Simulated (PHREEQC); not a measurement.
**Ultrapure water in contact with air or piping: speciation**

A made-up water analysis in mg/kgw, 20 °C, pH 6.65, pe 9.6: Na 0.143; K 0.0642; Ca 0.0261; Mg 0.00288; Cl 0.0266; S(6) as SO4 0.146; Alkalinity as HCO3 0.352; Si as SiO2 0.000996.

Valence states are taken as typed.

All values are PHREEQC results (ion-association model, phreeqc.dat), not measurements.

No solid was allowed to form.

Question: Estimate the charge-balance error.

Answer: charge-balance error -0.8 %.

Question: In which forms is C present?

Answer: HCO3- 65 %, CO2 35 % of the C.
